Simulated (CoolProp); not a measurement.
CHF3 (R23) along the isotherm 52.55 °C: density (kg/m³) from the reference equation and from simpler models built on Tc = 26.1 °C, pc = 4.832 MPa, ω = 0.263; each cubic takes its own stable root.

Values from CoolProp's reference Helmholtz-energy equation of state, Penoncello 2003.

```tsv
p (MPa)	phase	reference
1.34	gas	37.58
2.68	gas	82.83
4.03	gas	140.7
5.37	supercritical	220.0
6.71	supercritical	343.9
8.05	supercritical	526.3
9.4	supercritical	667.0
10.7	supercritical	746.1
12.1	supercritical	802.2
```

**Question.** How far does each simpler model (Soave-Redlich-Kwong, Peng-Robinson) lie from the reference over these 9 states: mean and median of the absolute difference, and the worst?

**Answer.** 
- Soave-Redlich-Kwong: mean 9.9 %, median 8.1 %, worst -19.3 % at 52.55 °C and 10.7 MPa
- Peng-Robinson: mean 5.8 %, median 2.7 %, worst -12.7 % at 52.55 °C and 9.4 MPa
